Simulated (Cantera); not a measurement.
Input: 1 mol SiH₂Cl₂, 0.0097 mol Cl₂, 7.6 mol H₂, equilibrated at 7.50 Torr.

These are equilibrium values from Cantera (NASA tables, ideal gas, pure condensed phases), not measurements of a reactor. Candidate condensed phases: Si; 19 gas species. The tables' values for SiCl₃, SiCl are old estimates; treat these amounts as uncertain. Gases not in the tables: Si₂H₆ and higher silanes. The numbers say what is thermodynamically allowed, not how fast it happens.

x: gas mole fraction; n: condensed amount in mol.

| T (K) | x H₂ | x HCl | x SiCl₂ | x SiCl₄ | x SiHCl₃ | n Si(s) | n Si(l) |
|---|---|---|---|---|---|---|---|
| 1073 | 0.904 | 0.0487 | 0.00510 | 0.0320 | 0.00729 | 0.559 | 0 |
| 1123 | 0.890 | 0.0646 | 0.00991 | 0.0253 | 0.00597 | 0.574 | 0 |
| 1173 | 0.875 | 0.0807 | 0.0169 | 0.0177 | 0.00447 | 0.581 | 0 |
| 1223 | 0.861 | 0.0944 | 0.0252 | 0.0106 | 0.00298 | 0.578 | 0 |
| 1273 | 0.851 | 0.104 | [?] | [?] | [?] | 0.569 | 0 |
| 1323 | 0.845 | 0.109 | 0.0385 | 0.00246 | 0.000968 | 0.559 | 0 |
| 1373 | 0.842 | 0.111 | 0.0422 | 0.00107 | 0.000511 | 0.550 | 0 |
| 1423 | 0.841 | 0.112 | 0.0447 | 0.000463 | 0.000271 | 0.542 | 0 |
| 1473 | 0.840 | 0.111 | 0.0464 | 0.000207 | 0.000147 | 0.535 | 0 |
| 1523 | 0.840 | 0.111 | 0.0476 | 9.61e-5 | 8.19e-5 | 0.529 | 0 |
| 1573 | 0.840 | 0.110 | 0.0486 | 4.66e-5 | 4.72e-5 | 0.523 | 0 |
| 1623 | 0.840 | 0.109 | 0.0494 | [?] | [?] | 0.517 | 0 |
| 1673 | 0.840 | 0.108 | 0.0501 | 1.23e-5 | 1.72e-5 | 0.512 | 0 |
| 1723 | 0.839 | 0.109 | 0.0494 | 6.86e-6 | 1.08e-5 | 0 | 0.518 |

Question: Some entries are withheld; supply them.

Answer: 
- 1273, x SiCl₂: 0.0328
- 1273, x SiCl₄: 0.00541
- 1273, x SiHCl₃: 0.00177
- 1623, x SiCl₄: 2.35e-5
- 1623, x SiHCl₃: 2.81e-5
